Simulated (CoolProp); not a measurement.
The fluoroketone C6F12O (FK-5-1-12) along the isobar 1.01 bar: fugacity coefficient from the reference equation and from simpler models built on Tc = 441.8 K, pc = 18.69 bar, ω = 0.471; each cubic takes its own stable root.

The numbers come from the reference Helmholtz-energy equation of state, McLinden 2015 in CoolProp.

| T (K) | phase | reference | van der Waals | Peng-Robinson |
|---|---|---|---|---|
| 310.6 | liquid | 0.6299 | 0.9635 | 0.6362 |
| 326.9 | gas | 0.9429 | 0.9675 | 0.9468 |
| 343.2 | gas | 0.9524 | 0.9709 | 0.9540 |
| 359.5 | gas | 0.9599 | 0.9739 | 0.9601 |
| 375.8 | gas | 0.9660 | 0.9765 | 0.9652 |
| 392.1 | gas | 0.9709 | 0.9787 | 0.9696 |
| 408.4 | gas | 0.9749 | 0.9807 | 0.9734 |
| 424.7 | gas | 0.9783 | 0.9824 | 0.9767 |

At some of these states van der Waals gives the other phase, because its saturation line lies elsewhere.
